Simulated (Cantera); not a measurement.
Cantera run, input and output.

```python
import numpy as np
import cantera as ct

surf = ct.Interface("ptcombust.yaml", "Pt_surf")
gas = surf.adjacent["gas"]
gas.TPX = 975, 29000, {'CH4': 0.0035, 'O2': 0.067, 'N2': 0.79, 'H2O': 0.0072}
surf.TP = 975, 29000
reactor = ct.FlowReactor(gas, clone=False)
reactor.area = 0.0001  # m2
reactor.surface_area_to_volume_ratio = 1300  # 1/m
reactor.mass_flow_rate = 1.7 * reactor.area * gas.density  # inlet velocity 1.7 m/s
reactor.energy_enabled = False
wall = ct.ReactorSurface(surf, reactor, clone=False)
net = ct.ReactorNet([reactor])
net.rtol, net.atol = 1e-8, 1e-16
show, cover = ['CH4', 'O2', 'H2O', 'CO2', 'CO'], ['PT(S)', 'H(S)', 'O(S)', 'OH(S)', 'CO(S)', 'C(S)']

rows = []
print(f"{'z/m':>9s}{'u/(m/s)':>9s}" + "".join(f"{s:>13s}" for s in show + cover))
for z in [0.00083, 0.0015, 0.0026, 0.0047, 0.0083, 0.015, 0.026, 0.047, 0.083]:
    net.advance(z)
    rows.append([reactor.speed, *gas[show].X, *surf[cover].coverages])
    print(f"{z:9.4g}{rows[-1][0]:9.3g}" + "".join(f"{x:13.4e}" for x in rows[-1][1:]))
```

It prints:

```
      z/m  u/(m/s)          CH4           O2          H2O          CO2           CO        PT(S)         H(S)         O(S)        OH(S)        CO(S)         C(S)
  0.00083      1.7   3.7450e-03   7.6640e-02   8.8744e-03   2.8621e-04   2.0328e-06   2.4950e-01   1.8088e-07   7.4941e-01   1.0837e-03   3.2574e-06   1.7859e-08
   0.0015      1.7   3.5266e-03   7.6204e-02   9.3108e-03   5.0443e-04   1.9155e-06   2.4974e-01   1.8551e-07   7.4914e-01   1.1100e-03   3.0753e-06   1.6861e-08
   0.0026      1.7   3.1944e-03   7.5540e-02   9.9745e-03   8.3635e-04   1.7369e-06   2.5011e-01   1.9240e-07   7.4874e-01   1.1490e-03   2.7966e-06   1.5333e-08
   0.0047      1.7   2.6423e-03   7.4437e-02   1.1078e-02   1.3880e-03   1.4392e-06   2.5073e-01   2.0346e-07   7.4806e-01   1.2111e-03   2.3285e-06   1.2766e-08
   0.0083      1.7   1.9043e-03   7.2963e-02   1.2552e-02   2.1252e-03   1.0397e-06   2.5157e-01   2.1765e-07   7.4714e-01   1.2898e-03   1.6932e-06   9.2830e-09
    0.015      1.7   1.0295e-03   7.1215e-02   1.4299e-02   2.9991e-03   5.6380e-07   2.5259e-01   2.3373e-07   7.4603e-01   1.3777e-03   9.2534e-07   5.0730e-09
    0.026      1.7   3.7186e-04   6.9901e-02   1.5613e-02   3.6560e-03   2.0427e-07   2.5337e-01   2.4540e-07   7.4519e-01   1.4405e-03   3.3704e-07   1.8476e-09
    0.047      1.7   5.2701e-05   6.9264e-02   1.6251e-02   3.9749e-03   2.9180e-08   2.5376e-01   2.5095e-07   7.4477e-01   1.4701e-03   4.7993e-08   2.6291e-10
    0.083      1.7   1.8534e-06   6.9161e-02   1.6353e-02   4.0259e-03   1.2053e-09   2.5382e-01   2.5184e-07   7.4471e-01   1.4748e-03   1.7178e-09   9.2521e-12
```

Computed with Cantera and Deutschmann's 1995 Pt surface mechanism with GRI-Mech 3.0 gas chemistry. Catalytic surfaces can have several steady states; this one follows from the mechanism file's or the stated starting coverage. Mass transfer to the wall is taken as infinitely fast.
